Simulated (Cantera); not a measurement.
Charge: 1 mol CuO, 19 mol CO, held at 1850 K.

Equilibrium computed with Cantera from the NASA thermochemical tables; the gas is ideal and each condensed phase is pure. Candidate condensed phases: C, Cu, CuO, Cu2O; 15 gas species. Equilibrium is a limit: real reactors are often held back by kinetics, nucleation or transport.

Q: What share of the Cu ends up in condensed phases as a function of P (Pa), at 10, 42, 180, 750, 3200, 13000, 56000, 240000, 1000000?

A: 
```
P (Pa)   Cu condensed (%)     as
-------  ----------------  -----
10                    0.0      -
42                    0.0      -
180                   0.0      -
750                   0.0      -
3200                 41.6  Cu(l)
13000                86.0  Cu(l)
56000                96.8  Cu(l)
240000               99.2  Cu(l)
1000000              99.8  Cu(l)
```
